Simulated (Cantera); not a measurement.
Source: NASA polynomial tables (part measured, part estimated), evaluated in Cantera. Values are per mole of reaction as written; species without (g) are pure solids or liquids, kept so even where they would boil at 1 bar.

O2(g) + 2 SrCl2 ⇌ 2 Cl2(g) + 2 SrO

```csv
T (K),ΔH° (kJ),ΔS° (J/K),ΔG° (kJ),log10 K
1475,377.7,24.2,342.0,-12.11
1575,372.6,20.8,339.8,-11.27
1675,367.7,17.8,337.9,-10.54
1775,363.0,15.1,336.2,-9.89
1875,(withheld),(withheld),(withheld),(withheld)
1975,353.9,10.2,333.7,-8.83
2075,(withheld),(withheld),(withheld),(withheld)
2175,345.4,6.1,332.1,-7.97
2275,341.4,4.3,331.5,-7.61
```

Q: Some entries are withheld; supply them.

A: 
- 1875, ΔH° (kJ): 358.3
- 1875, ΔS° (J/K): 12.5
- 1875, ΔG° (kJ): 334.8
- 1875, log10 K: -9.33
- 2075, ΔH° (kJ): 349.6
- 2075, ΔS° (J/K): 8.1
- 2075, ΔG° (kJ): 332.8
- 2075, log10 K: -8.38
